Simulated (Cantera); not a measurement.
A perfectly stirred reactor is fed with CO : H₂ : O₂ : N₂ : H₂O = 1 : 0.15 : 0.411 : 1.54 : 0.16 (molar parts), at 7500 Torr; it is adiabatic with a 798 K inlet, and is followed from long to short residence time, starting on the burning branch (τ in s: 0.062, 0.026, 0.011, 0.0045, 0.0019, 0.00077, 0.00032, 0.00013, 5.5e-05, 2.3e-05, 9.5e-06).

Cantera simulation using GRI-Mech 3.0 (53 species, 325 reactions); the numbers are that mechanism's predictions, not measurements. The hydrogen kinetics of GRI-Mech 3.0 are dated; newer H2 mechanisms differ, most at raised pressure.

One state of this run: T (K) = 2377; x CO = 0.138; x H₂ = 0.00952; x O₂ = 0.0151; x NO = 0.000253; x H₂O = 0.0896; x H = 0.00515; x NO₂ = 2.11e-7. x: mole fraction; the columns are a selection and need not sum to one.

**Question.** Which value of τ (s) does it belong to?
A. 2.3e-5
B. 0.062
C. 0.011
D. 5.5e-5

**Answer.** D, 5.5e-5
